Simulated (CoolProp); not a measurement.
Properties of R142b along the isobar 3370 kPa (Tc = 410.3 K, pc = 4055 kPa, ω = 0.232).

The numbers come from the reference Helmholtz-energy equation of state, Lemmon 2006 in CoolProp. It is a short technical equation, of lower accuracy than the large ones.

```tsv
T (K)	phase	density (kg/m³)	cp (kJ/(kg K))
269.6	liquid	1188	1.235
283	liquid	1158	1.263
296.3	liquid	1126	1.293
309.7	liquid	1093	1.328
323	liquid	1058	1.367
336.4	liquid	1020	1.413
349.8	liquid	978.5	1.471
363.1	liquid	932.0	1.549
376.5	liquid	876.4	1.673
389.8	liquid	804.0	1.939
403.2	gas	187.4	2.333
416.6	gas	153.5	1.608
429.9	gas	136.2	1.421
443.3	gas	124.4	1.337
456.6	gas	115.5	1.293
470	gas	108.4	1.268
```
